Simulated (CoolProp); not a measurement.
Computed with CoolProp (reference Helmholtz-energy equation of state, Fiedler 2023).

Task: For tetrahydrofuran, give the phase and the Z, expansivity (1/kK) at 95.15 °C and 5.51 MPa; 95.15 °C and 6.12 MPa; 95.15 °C and 7.34 MPa.

Result: 
- 95.15 °C and 5.51 MPa: liquid; Z 0.160, expansivity 1.45
- 95.15 °C and 6.12 MPa: liquid; Z 0.178, expansivity 1.44
- 95.15 °C and 7.34 MPa: liquid; Z 0.213, expansivity 1.42
